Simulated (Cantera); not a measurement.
Thermodynamics of boron, boron nitride and boron oxide, feed B₂H₆ + N₂

Charge: 1 mol B₂H₆, 20 mol N₂, at 0.00350 bar.

These are equilibrium values from Cantera (NASA tables, ideal gas, pure condensed phases), not measurements of a reactor. Candidate condensed phases: B, BN; 15 gas species. The feed counts by its element totals alone. The tables' values for BH₂ are old estimates; treat these amounts as uncertain. Rates play no part.

From 2000 K to 2200 K the condensed part is BN(s). From 2250 K to 2300 K the condensed part is B(s). The share of B in condensed phases is highest at 2000 K (100.0 %) and lowest at 2300 K (96.2 %).

```
T (K)   x N₂   x H₂      x H       x B  n BN(s)  n B(s)
-----  -----  -----  -------  --------  -------  ------
2000   0.859  0.131  0.00994   7.53e-6     2.00       0
2050   0.858  0.129   0.0137   2.44e-5     2.00       0
2100   0.856  0.126   0.0187   7.49e-5     2.00       0
2150   0.853  0.122   0.0249  0.000218     1.99       0
2200   0.849  0.118   0.0326  0.000603     1.98       0
2250   0.850  0.107   0.0410   0.00153        0    1.96
2300   0.844  0.101   0.0519   0.00290        0    1.92
```
x: gas mole fraction; n: condensed amount in mol.
